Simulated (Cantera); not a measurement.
Input (Python, Cantera) and output of one run.

```python
import numpy as np
import cantera as ct

gas_names = [...]  # 151 gases of nasa_gas.yaml made of C, H, N, O, Si
cond_names = """
    C(gr) C6H6(L) C7H8(L) C8H18(L),n-octa H2O(s) H2O(L) Si(cr) Si(L) SiC(b) SiO2(Lqz) SiO2(hqz) SiO2(L)
    Si2N2O(s) Si3N4(a)
""".split()


# ... load() reads the species with a 1 bar reference pressure and builds the phases ...
atoms = {
    'TEOS': {'Si': 1, 'C': 8, 'H': 20, 'O': 4},
    'NO': {'N': 1, 'O': 1},
    'N2': {'N': 2},
}
top_T = {'C(gr)': 4500, 'SiC(b)': 3050, 'Si2N2O(s)': 2100, 'Si3N4(a)': 2400}  # K; cautious upper limits of use, not melting points


# ... equilibrate(T, P, feed) seeds the gas with the atoms and calls Mixture.equilibrate('TP', solver="vcs", rtol=1e-11, max_steps=5000) ...
results = []
T = 1600  # K
P = 13332.2  # Pa
for m in [5.2, 13, 21, 29, 37, 45, 52, 60, 68, 76, 84, 92]:
    feed = {'TEOS': 1, 'NO': 1, 'N2': m}  # mol
    mix = equilibrate(T, P, feed)
    results.append((T, P, feed, dict(zip(mix.species_names, mix.species_moles))))
    x = sorted(zip(gas.X, gas.species_names), reverse=True)
    print(f"T = {T:g} K  P = {P:g} Pa  n(N2) = {m:g} mol  gas = {mix.phase_moles(0):.4g} mol")
    print("   x: " + "  ".join(f"{s} {v:.3e}" for v, s in x if v > 0.001))
    print("   condensed (mol): " + ("  ".join(f"{mix.phase(i).name} {mix.phase_moles(i):.4g}"
          for i in range(1, mix.n_phases) if mix.phase_moles(i) > 1e-12) or "none"))
```

Output:

```
T = 1600 K  P = 13332.2 Pa  n(N2) = 5.2 mol  gas = 19.7 mol
   x: H2 5.070e-01  N2 2.636e-01  CO 2.283e-01
   condensed (mol): C(gr) 3.485  Si2N2O(s) 0.4982
T = 1600 K  P = 13332.2 Pa  n(N2) = 13 mol  gas = 27.5 mol
   x: N2 4.723e-01  H2 3.630e-01  CO 1.635e-01
   condensed (mol): C(gr) 3.477  Si2N2O(s) 0.4984
T = 1600 K  P = 13332.2 Pa  n(N2) = 21 mol  gas = 35.5 mol
   x: N2 5.911e-01  H2 2.811e-01  CO 1.267e-01
   condensed (mol): C(gr) 3.47  Si2N2O(s) 0.4984
T = 1600 K  P = 13332.2 Pa  n(N2) = 29 mol  gas = 43.5 mol
   x: N2 6.662e-01  H2 2.294e-01  CO 1.034e-01
   condensed (mol): C(gr) 3.465  Si2N2O(s) 0.4983
T = 1600 K  P = 13332.2 Pa  n(N2) = 37 mol  gas = 51.5 mol
   x: N2 7.180e-01  H2 1.937e-01  CO 8.733e-02
   condensed (mol): C(gr) 3.461  Si2N2O(s) 0.4982
T = 1600 K  P = 13332.2 Pa  n(N2) = 45 mol  gas = 59.51 mol
   x: N2 7.559e-01  H2 1.676e-01  CO 7.559e-02
   condensed (mol): C(gr) 3.457  Si2N2O(s) 0.4981
T = 1600 K  P = 13332.2 Pa  n(N2) = 52 mol  gas = 66.51 mol
   x: N2 7.816e-01  H2 1.500e-01  CO 6.763e-02
   condensed (mol): C(gr) 3.453  Si2N2O(s) 0.4981
T = 1600 K  P = 13332.2 Pa  n(N2) = 60 mol  gas = 74.51 mol
   x: N2 8.050e-01  H2 1.338e-01  CO 6.037e-02
   condensed (mol): C(gr) 3.45  Si2N2O(s) 0.498
T = 1600 K  P = 13332.2 Pa  n(N2) = 68 mol  gas = 82.51 mol
   x: N2 8.239e-01  H2 1.208e-01  CO 5.452e-02
   condensed (mol): C(gr) 3.447  Si2N2O(s) 0.4979
T = 1600 K  P = 13332.2 Pa  n(N2) = 76 mol  gas = 90.51 mol
   x: N2 8.394e-01  H2 1.101e-01  CO 4.970e-02
   condensed (mol): C(gr) 3.444  Si2N2O(s) 0.4978
T = 1600 K  P = 13332.2 Pa  n(N2) = 84 mol  gas = 98.51 mol
   x: N2 8.525e-01  H2 1.012e-01  CO 4.566e-02
   condensed (mol): C(gr) 3.441  Si2N2O(s) 0.4977
T = 1600 K  P = 13332.2 Pa  n(N2) = 92 mol  gas = 106.5 mol
   x: N2 8.635e-01  H2 9.356e-02  CO 4.223e-02
   condensed (mol): C(gr) 3.438  Si2N2O(s) 0.4977
```

These are equilibrium values from Cantera (NASA tables, ideal gas, pure condensed phases), not measurements of a reactor. The feed counts by its element totals alone.
